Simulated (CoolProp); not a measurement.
Aqueous methanol as a coolant, at 20 °C, 1 atm.

Computed with CoolProp (Melinder's fits for secondary coolants).

| mass % | freezing point (°C) | conductivity (W/(m K)) | density (kg/m³) | Prandtl number | cp (kJ/(kg K)) |
|---|---|---|---|---|---|
| 5.4 | -3.3 | 0.565 | 988.8 | ___ | 4.208 |
| 11.8 | -7.9 | 0.528 | 978.8 | 10.8 | 4.186 |
| 18.2 | -13.4 | 0.493 | ___ | 13.0 | 4.129 |
| 24.6 | -19.7 | 0.459 | 959.9 | 15.0 | 4.057 |
| 31.1 | -27.0 | 0.427 | ___ | ___ | 3.971 |
| 37.5 | -35.2 | 0.397 | 939.0 | 17.9 | 3.869 |
| 43.9 | -44.5 | 0.369 | 927.5 | 18.5 | 3.743 |
| 50.3 | -55.0 | 0.344 | 915.1 | 18.4 | 3.596 |
| 56.7 | -66.6 | 0.321 | 901.8 | 17.8 | 3.445 |

### Question
Fill in the missing entries.

### Answer

- 5.4, Prandtl number: 8.66
- 18.2, density (kg/m³): 969.4
- 31.1, density (kg/m³): 949.7
- 31.1, Prandtl number: 16.8
